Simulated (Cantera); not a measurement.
Thermodynamics of boron, boron nitride and boron oxide, feed B₂O₃ + H₂O + N₂

Feed: 1 mol B₂O₃, 5.7 mol H₂O, 1.6 mol N₂, held at 0.230 bar.

Cantera equilibrium calculation (NASA polynomials, part measured and part estimated; ideal gas, pure solids and liquids). Candidate condensed phases: B, BN, B₂O₃, B₃O₃H₃, H₂O; 39 gas species. Gases not in the tables: H₃BO₃. Kinetics and transport are ignored.

| T (K) | x H₂O | x N₂ | x HBO₂ | x (HBO₂)₃ | n B₂O₃(l) |
|---|---|---|---|---|---|
| 1025 | 0.772 | 0.220 | 8.00e-5 | 0.00801 | 0.912 |
| 1075 | 0.774 | 0.220 | 0.000206 | 0.00636 | 0.930 |
| 1125 | 0.775 | 0.220 | 0.000486 | 0.00514 | 0.942 |
| 1175 | 0.775 | 0.220 | 0.00106 | 0.00421 | 0.950 |
| 1225 | 0.775 | 0.219 | 0.00216 | 0.00349 | 0.954 |
| 1275 | 0.774 | 0.219 | 0.00415 | 0.00292 | 0.953 |
| 1325 | 0.771 | 0.219 | 0.00757 | 0.00247 | 0.945 |
| 1375 | 0.767 | 0.218 | 0.0131 | 0.00210 | 0.929 |
| 1425 | 0.759 | 0.217 | 0.0218 | 0.00179 | 0.899 |
| 1475 | 0.748 | 0.215 | 0.0349 | 0.00153 | 0.853 |
| 1525 | 0.731 | 0.213 | 0.0537 | 0.00130 | 0.783 |
| 1575 | 0.707 | 0.210 | 0.0799 | 0.00110 | 0.681 |
| 1625 | 0.676 | 0.206 | 0.115 | 0.000917 | 0.536 |
x: gas mole fraction; n: condensed amount in mol.

From 1025 K to 1625 K the condensed part is B₂O₃(l). The share of B in condensed phases is highest at 1225 K (95.4 %) and lowest at 1625 K (53.6 %).
